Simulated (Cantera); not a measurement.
Charge: 1 mol Si, 1.7 mol Cl2, 5 mol H2, 2.3 mol HCl, equilibrated at 752 °C and 1.00 bar.

Cantera equilibrium calculation (NASA polynomials, part measured and part estimated; ideal gas, pure solids and liquids). Candidate condensed phases: Si; 19 gas species. The tables' values for SiCl3 are old estimates; treat these amounts as uncertain. Equilibrium is a limit: real reactors are often held back by kinetics, nucleation or transport.

Base state: H2 0.659, HCl 0.216, SiCl4 0.122, SiHCl3 0.00320, SiCl3 9.37e-5 (mole fractions); condensed: gas only.

Question: What changes in the equilibrium state with this change: HCl from 2.3 to 4 mol?

Answer: 
```csv
species,before,after
H2,0.659,0.545
HCl,0.216,0.352
SiCl4,0.122,0.102
SiHCl3,0.00320,0.00135
SiCl3,9.37e-5,4.36e-5
```

Question: What changes in the equilibrium state with this change: Cl2 from 1.7 to 0.85 mol?

Answer: 
| species | before | after |
|---|---|---|
| H2 | 0.659 | 0.831 |
| SiCl4 | 0.122 | 0.111 |
| HCl | 0.216 | 0.0294 |
| SiHCl3 | 0.00320 | 0.0270 |
| SiH2Cl2 | 9.31e-6 | 0.000729 |
| SiCl2 | 1.50e-6 | 9.35e-5 |
| SiCl3 | 9.37e-5 | 0.000706 |
